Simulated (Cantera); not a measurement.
What does this Cantera script print?

```python
import numpy as np
import cantera as ct

gas_names = """
    C CN CO CO2 C2 CCN CNC C2N2 C2O C3 C3O2 C4 C4N2 C5 N NCO NO NO2 NO3 N2 N2O O O2 O3 Si SiC SiC2 SiN
    SiO SiO2 Si2 Si2C Si2N Si3
""".split()
cond_names = """
    C(gr) Si(cr) Si(L) SiC(b) SiO2(Lqz) SiO2(hqz) SiO2(L) Si2N2O(s) Si3N4(a)
""".split()


# ... load() reads the species with a 1 bar reference pressure and builds the phases ...
atoms = {
    'SiC': {'Si': 1, 'C': 1},
    'O2': {'O': 2},
    'N2': {'N': 2},
}
top_T = {'C(gr)': 4500, 'SiC(b)': 3050, 'Si2N2O(s)': 2100, 'Si3N4(a)': 2400}  # K; cautious upper limits of use, not melting points


# ... equilibrate(T, P, feed) seeds the gas with the atoms and calls Mixture.equilibrate('TP', solver="vcs", rtol=1e-11, max_steps=5000) ...
results = []
feed = {'SiC': 1, 'O2': 0.0021, 'N2': 97}  # mol
P = 950000  # Pa
for T in [1448, 1473, 1498, 1523, 1548, 1573, 1598, 1623]:
    mix = equilibrate(T, P, feed)
    results.append((T, P, feed, dict(zip(mix.species_names, mix.species_moles))))
    x = sorted(zip(gas.X, gas.species_names), reverse=True)
    print(f"T = {T:g} K  P = {P:g} Pa  gas = {mix.phase_moles(0):.4g} mol")
    print("   x: " + "  ".join(f"{s} {v:.3e}" for v, s in x if v > 0.0001))
    print("   condensed (mol): " + ("  ".join(f"{mix.phase(i).name} {mix.phase_moles(i):.4g}"
          for i in range(1, mix.n_phases) if mix.phase_moles(i) > 1e-12) or "none"))
```

Result:

```
T = 1448 K  P = 950000 Pa  gas = 96.34 mol
   x: N2 1.000e+00
   condensed (mol): C(gr) 0.9993  Si2N2O(s) 0.003455  Si3N4(a) 0.331
T = 1473 K  P = 950000 Pa  gas = 96.34 mol
   x: N2 1.000e+00
   condensed (mol): C(gr) 0.9988  Si2N2O(s) 0.003019  Si3N4(a) 0.3313
T = 1498 K  P = 950000 Pa  gas = 96.34 mol
   x: N2 1.000e+00
   condensed (mol): C(gr) 0.9982  Si2N2O(s) 0.002356  Si3N4(a) 0.3318
T = 1523 K  P = 950000 Pa  gas = 96.34 mol
   x: N2 1.000e+00
   condensed (mol): C(gr) 0.9972  Si2N2O(s) 0.001363  Si3N4(a) 0.3324
T = 1548 K  P = 950000 Pa  gas = 96.34 mol
   x: N2 1.000e+00
   condensed (mol): C(gr) 0.9958  Si3N4(a) 0.3333
T = 1573 K  P = 950000 Pa  gas = 96.34 mol
   x: N2 1.000e+00
   condensed (mol): C(gr) 0.9958  Si3N4(a) 0.3333
T = 1598 K  P = 950000 Pa  gas = 96.34 mol
   x: N2 1.000e+00
   condensed (mol): C(gr) 0.9958  Si3N4(a) 0.3333
T = 1623 K  P = 950000 Pa  gas = 96.34 mol
   x: N2 1.000e+00
   condensed (mol): C(gr) 0.9958  Si3N4(a) 0.3333
```

Equilibrium computed with Cantera from the NASA thermochemical tables; the gas is ideal and each condensed phase is pure. N2 is the only nitrogen source here; it is nearly inert below about 1500 K, so the nitride shown seldom forms there in practice. Mutual solubility and eutectic melting of coexisting phases are not modelled.
